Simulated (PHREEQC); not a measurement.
Model water analysis in mg/L, 81 °C, pH 6.37, pe 11.1:

```csv
constituent,mg/L
Na,0.652
K,0.575
Ca,0.951
Mg,0.334
Cl,0.569
S(6) as SO4,2.58
Alkalinity as HCO3,3.2
Pb,0.0121
Cd,0.0697
Zn,0.00319
```

Valence states are taken as typed.

Computed with PHREEQC (ion-association model, wateq4f.dat).

This is a speciation only: nothing precipitates in the calculation.

What charge-balance error does the model give?

charge-balance error -1.1 %.

In which forms is Mg present?

Mg+2 98 %, MgSO4 1.8 % of the Mg.

Away from 25 °C the constants follow the database's enthalpies or fits; those with neither stay at their 25 °C values.
